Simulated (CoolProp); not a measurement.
A Linde-Hampson liquefier for nitrogen: isothermal reversible compression at 250 K from 1 atm to 30 MPa, throttling to 1 atm, return gas leaving the recuperator 0 K below the feed. Each further row changes one setting.

The numbers come from the reference Helmholtz-energy equation of state, Span 2000 in CoolProp.

| case | liquid yield per pass | compression work (kJ/kg of gas) |
|---|---|---|
| as stated | [?] | 418 |
| high pressure 60 MPa | [?] | [?] |
| warm-end temperature 280 K | [?] | [?] |
| warm-end gap 5 K | 0.138 | 418 |

Question: Fill in the missing entries.

Answer: 
- as stated, liquid yield per pass: 0.150
- high pressure 60 MPa, liquid yield per pass: 0.139
- high pressure 60 MPa, compression work (kJ/kg of gas): 485
- warm-end temperature 280 K, liquid yield per pass: 0.109
- warm-end temperature 280 K, compression work (kJ/kg of gas): 474
